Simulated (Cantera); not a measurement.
Input: 1 mol FeS, 2.1 mol SO2, 0.68 mol H2O, 0.52 mol SO3, equilibrated at 1 atm.

These are equilibrium values from Cantera (NASA tables, ideal gas, pure condensed phases), not measurements of a reactor. Candidate condensed phases: Fe, FeO, Fe(OH)2, Fe(OH)3, FeS, FeSO4, FeS2, Fe2O3, Fe2(SO4)3, Fe3O4, H2O, H2SO4, S; 22 gas species. Metal and sulfide melt together well below either melting point, which pure phases cannot show. Mutual solubility and eutectic melting of coexisting phases are not modelled. The tables' stoichiometric FeO is somewhat more stable than real wüstite, so its field is too wide. FeO, FeS: taken at fixed stoichiometry. Rates play no part. All values below are at 1275 °C.

Base state: SO2 0.689, H2O 0.174, S2 0.110, S2O 0.00785, H2 0.00664, H2S 0.00641, SO 0.00553, SH 0.000526 (mole fractions); condensed: FeO(s) + FeS(l).

### Question
What changes in the equilibrium state with this change: pressure from 1 atm to 0.0890 bar?

### Answer
| species | before | after |
|---|---|---|
| SO2 | 0.689 | 0.645 |
| H2O | 0.174 | 0.166 |
| S2 | 0.110 | 0.154 |
| H2 | 0.00664 | 0.0131 |
| SO | 0.00553 | 0.0107 |
| H | 2.49e-6 | 1.18e-5 |
| S | 2.30e-5 | 9.18e-5 |
| SH | 0.000526 | 0.000874 |
| S2O | 0.00785 | 0.00534 |
| FeO(s), mol | 0.771 | 1.000 |
| FeS(l), mol | 0.229 | 0 |
FeO: taken at fixed stoichiometry.
